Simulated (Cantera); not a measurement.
Input: 1 mol TEOS, 5 mol O3, at 1723.15 K and 610 Pa.

Cantera equilibrium calculation (NASA polynomials, part measured and part estimated; ideal gas, pure solids and liquids). Candidate condensed phases: C, C6H6, C7H8, C8H18, H2O, Si, SiC, SiO2; 123 gas species. The feed counts by its element totals alone. The tables hold silica as quartz up to 1696 K and as liquid above; real silica turns to tridymite and cristobalite and melts near 1996 K. The numbers say what is thermodynamically allowed, not how fast it happens.

Base state: H2O 0.352, CO 0.297, H2 0.202, CO2 0.147, H 0.00105, OH 0.000100, SiO 4.30e-5 (mole fractions); condensed: SiO2(condensed).

What changes in the equilibrium state with this change: 0.038 mol NH3 added?


```tsv
species	before	after
H2O	0.352	0.352
CO	0.297	0.297
H2	0.202	0.204
CO2	0.147	0.146
N2	0	0.00105
SiO	4.30e-5	4.33e-5
OH	0.000100	9.99e-5
H	0.00105	0.00106
SiO2(condensed), mol	0.999	0.999
```
Further candidate phases: Si2N2O, Si3N4.
